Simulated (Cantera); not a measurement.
## Si3N4 + H2 (nitride etching)

Feed: 1 mol Si3N4, a varied amount of H2, equilibrated at 1525 °C and 0.0133 bar.

Cantera equilibrium calculation (NASA polynomials, part measured and part estimated; ideal gas, pure solids and liquids). Candidate condensed phases: Si, Si3N4; 18 gas species. Mutual solubility and eutectic melting of coexisting phases are not modelled. Gases not in the tables: Si2H6 and higher silanes. Kinetics and transport are ignored.

At 1.1 mol H2 the condensed part is Si(l) + Si3N4(s). From 1.5 mol H2 to 6 mol H2 the condensed part is Si(l). The main Si-bearing gas is Si throughout.

```json
[
 {"n(H2) (mol)": "1.1", "x H2": "0.359", "x N2": "0.639", "x H": "0.00183", "x Si": "0.000231", "x SiH": "1.84e-5", "x SiH2": "1.06e-5", "n Si(l)": "2.93", "n Si3N4(s)": "0.0223"},
 {"n(H2) (mol)": "1.5", "x H2": "0.427", "x N2": "0.571", "x H": "0.00199", "x Si": "0.000231", "x SiH": "2.00e-5", "x SiH2": "1.26e-5", "n Si(l)": "3.00", "n Si3N4(s)": "0"},
 {"n(H2) (mol)": "1.9", "x H2": "0.485", "x N2": "0.512", "x H": "0.00212", "x Si": "0.000231", "x SiH": "2.14e-5", "x SiH2": "1.43e-5", "n Si(l)": "3.00", "n Si3N4(s)": "0"},
 {"n(H2) (mol)": "2.4", "x H2": "0.544", "x N2": "0.454", "x H": "0.00225", "x Si": "0.000231", "x SiH": "2.26e-5", "x SiH2": "1.60e-5", "n Si(l)": "3.00", "n Si3N4(s)": "0"},
 {"n(H2) (mol)": "2.8", "x H2": "0.581", "x N2": "0.416", "x H": "0.00232", "x Si": "0.000231", "x SiH": "2.34e-5", "x SiH2": "1.72e-5", "n Si(l)": "3.00", "n Si3N4(s)": "0"},
 {"n(H2) (mol)": "3.2", "x H2": "0.613", "x N2": "0.384", "x H": "0.00239", "x Si": "0.000231", "x SiH": "2.40e-5", "x SiH2": "1.81e-5", "n Si(l)": "3.00", "n Si3N4(s)": "0"},
 {"n(H2) (mol)": "3.6", "x H2": "0.641", "x N2": "0.357", "x H": "0.00244", "x Si": "0.000231", "x SiH": "2.45e-5", "x SiH2": "1.89e-5", "n Si(l)": "3.00", "n Si3N4(s)": "0"},
 {"n(H2) (mol)": "4", "x H2": "0.664", "x N2": "0.333", "x H": "0.00249", "x Si": "0.000231", "x SiH": "2.50e-5", "x SiH2": "1.96e-5", "n Si(l)": "3.00", "n Si3N4(s)": "0"},
 {"n(H2) (mol)": "4.4", "x H2": "0.685", "x N2": "0.312", "x H": "0.00252", "x Si": "0.000231", "x SiH": "2.54e-5", "x SiH2": "2.02e-5", "n Si(l)": "3.00", "n Si3N4(s)": "0"},
 {"n(H2) (mol)": "4.8", "x H2": "0.703", "x N2": "0.294", "x H": "0.00256", "x Si": "0.000231", "x SiH": "2.57e-5", "x SiH2": "2.08e-5", "n Si(l)": "3.00", "n Si3N4(s)": "0"},
 {"n(H2) (mol)": "5.2", "x H2": "0.720", "x N2": "0.277", "x H": "0.00259", "x Si": "0.000231", "x SiH": "2.60e-5", "x SiH2": "2.12e-5", "n Si(l)": "3.00", "n Si3N4(s)": "0"},
 {"n(H2) (mol)": "5.6", "x H2": "0.734", "x N2": "0.263", "x H": "0.00261", "x Si": "0.000231", "x SiH": "2.63e-5", "x SiH2": "2.17e-5", "n Si(l)": "3.00", "n Si3N4(s)": "0"},
 {"n(H2) (mol)": "6", "x H2": "0.747", "x N2": "0.250", "x H": "0.00264", "x Si": "0.000231", "x SiH": "2.65e-5", "x SiH2": "2.21e-5", "n Si(l)": "3.00", "n Si3N4(s)": "0"}
]
```
x: gas mole fraction; n: condensed amount in mol.
